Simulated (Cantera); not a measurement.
An isothermal plug-flow reactor at 523 K and 230000 Pa (inlet), inlet velocity 3 m/s, active area per volume 6000 1/m; feed H2 : O2 : N2 = 0.0023 : 0.097 : 0.79 (molar parts).

Computed with Cantera and Deutschmann's 1995 Pt surface mechanism with GRI-Mech 3.0 gas chemistry. Catalytic surfaces can have several steady states; this one follows from the mechanism file's or the stated starting coverage. Mass transfer to the wall is taken as infinitely fast.

Predict: x(H2) at z = 0.0039 m; x(O2) at z = 0.0039 m; x(H2O) at z = 0.0039 m; θ(free Pt) at the exit; θ(O*) at the exit; θ(OH*) at the exit.


```json
{
  "x(H2) at z = 0.0039 m": "0.000295",
  "x(O2) at z = 0.0039 m": "0.108",
  "x(H2O) at z = 0.0039 m": "0.00229",
  "θ(free Pt) at the exit": "0.00412",
  "θ(O*) at the exit": "0.991",
  "θ(OH*) at the exit": "0.00457"
}
```
